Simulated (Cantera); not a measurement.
## Thermodynamics of silicon nitride deposition, feed SiHCl3 + NH3

A closed system holds: 1 mol SiHCl3, 41 mol NH3.

Method: chemical equilibrium by Gibbs-energy minimisation in Cantera with the NASA 1993 tables (ideal gas, pure condensed phases). Candidate condensed phases: NH4Cl, Si, Si3N4; 28 gas species. The tables' values for SiCl3 are old estimates. Equilibrium is a limit: real reactors are often held back by kinetics, nucleation or transport.

Stable condensed phases:

```
T in K \ P in Pa
              5     17     59    210    710   2400   8400  29000 100000
   1998       A      A      A      A      B      B      B      B      C
   1898       A      A      A      B      B      B      B      C      C
   1798       A      A      B      B      B      B      C      C      C
   1698       A      B      B      B      C      C      C      C      C
   1598       B      B      B      C      C      C      C      C      C
   1498       B      B      C      C      C      C      C      C      C
   1398       C      C      C      C      C      C      C      C      C
   1298       C      C      C      C      C      C      C      C      C
   1198       C      C      C      C      C      C      C      C      C
   1098       C      C      C      C      C      C      C      C      C
    998       C      C      C      C      C      C      C      C      C
```

A: gas only; B: Si; C: Si3N4.
